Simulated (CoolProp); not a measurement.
Saturation properties of R1234ze(Z) (Tc = 423.3 K, pc = 3.531 MPa, ω = 0.327).

Computed with CoolProp (reference Helmholtz-energy equation of state, Akasaka 2019).

```csv
T (K),p (MPa),liquid density (kg/m³),enthalpy of vaporisation (kJ/kg),vapour Z,surface tension (mN/m)
308.2,0.2480,(withheld),199.9,0.9089,11.5
316.7,0.3231,1173,194.2,0.8913,10.5
325.3,0.4158,1148,188.0,0.8715,9.49
333.8,0.5261,1122,181.6,0.8498,8.49
342.4,0.6590,1094,(withheld),0.8255,7.51
350.9,0.8139,1065,167.1,0.7989,(withheld)
359.4,0.9948,1035,159.1,0.7697,5.63
368,1.207,1002,150.2,0.7371,4.72
376.5,1.449,966.0,140.5,(withheld),3.85
385.1,1.730,926.3,129.5,0.6611,(withheld)
393.6,2.046,881.9,117.1,0.6161,2.21
```

Q: What belongs in the gaps?

A: 
- 308.2, liquid density (kg/m³): 1197
- 342.4, enthalpy of vaporisation (kJ/kg): 174.6
- 350.9, surface tension (mN/m): 6.56
- 376.5, vapour Z: 0.7014
- 385.1, surface tension (mN/m): 3.00

It boils at 282.9 K under 1 atm.

Surface tension comes from a separate correlation (Kondou 2015).
